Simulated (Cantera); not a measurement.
Charge: 1 mol S, a varied amount of O2, 0.97 mol H2, held at 2452 °C and 195 Torr.

Cantera equilibrium calculation (NASA polynomials, part measured and part estimated; ideal gas, pure solids and liquids). Candidate condensed phases: H2O, H2SO4, S; 19 gas species. Kinetics and transport are ignored.

At 2 mol O2, list the 6 most abundant gas species with their mole fractions, and the condensed phases.

SO2 0.344, H2O 0.299, O2 0.189, OH 0.0649, O 0.0342, SO 0.0286. Condensed: gas only.
